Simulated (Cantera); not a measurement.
# Abatement and gas-phase synthesis: CS₂ + O₂ + H₂ + H₂O

Charge: 1 mol CS₂, 0.19 mol O₂, 0.26 mol H₂, 0.75 mol H₂O, held at 10.0 mbar.

Cantera equilibrium calculation (NASA polynomials, part measured and part estimated; ideal gas, pure solids and liquids). Candidate condensed phases: C, C₆H₆, C₇H₈, C₈H₁₈, H₂O, H₂SO₄, S; 123 gas species. Equilibrium is a limit: real reactors are often held back by kinetics, nucleation or transport.

```json
[
 {"T (K)": "2123", "log p S": "-3.44", "log p CO": "-2.50", "log p S₂": "-2.55", "log p H₂": "-2.56", "log p H": "-3.72", "log p SH": "-3.59", "log p SO": "-3.86", "log p H₂O": "-3.70"},
 {"T (K)": "2223", "log p S": "-3.22", "log p CO": "-2.51", "log p S₂": "-2.59", "log p H₂": "-2.58", "log p H": "-3.48", "log p SH": "-3.54", "log p SO": "-3.75", "log p H₂O": "-3.80"},
 {"T (K)": "2323", "log p S": "-3.03", "log p CO": "-2.52", "log p S₂": "-2.64", "log p H₂": "-2.60", "log p H": "-3.27", "log p SH": "-3.50", "log p SO": "-3.67", "log p H₂O": "-3.92"},
 {"T (K)": "2423", "log p S": "-2.86", "log p CO": "-2.54", "log p S₂": "-2.72", "log p H₂": "-2.65", "log p H": "-3.08", "log p SH": "-3.49", "log p SO": "-3.62", "log p H₂O": "-4.05"},
 {"T (K)": "2523", "log p S": "-2.72", "log p CO": "-2.56", "log p S₂": "-2.82", "log p H₂": "-2.71", "log p H": "-2.91", "log p SH": "-3.51", "log p SO": "-3.60", "log p H₂O": "-4.21"},
 {"T (K)": "2623", "log p S": "-2.62", "log p CO": "-2.59", "log p S₂": "-2.95", "log p H₂": "-2.80", "log p H": "-2.77", "log p SH": "-3.56", "log p SO": "-3.60", "log p H₂O": "-4.38"},
 {"T (K)": "2723", "log p S": "-2.54", "log p CO": "-2.61", "log p S₂": "-3.12", "log p H₂": "-2.91", "log p H": "-2.66", "log p SH": "-3.65", "log p SO": "-3.61", "log p H₂O": "-4.56"},
 {"T (K)": "2823", "log p S": "-2.49", "log p CO": "-2.64", "log p S₂": "-3.31", "log p H₂": "-3.05", "log p H": "-2.58", "log p SH": "-3.77", "log p SO": "-3.65", "log p H₂O": "-4.77"}
]
```
log p: log10 of the partial pressure in bar; nothing condenses.

From 2123 K to 2823 K nothing is condensed. The main C-bearing gas is CO throughout.
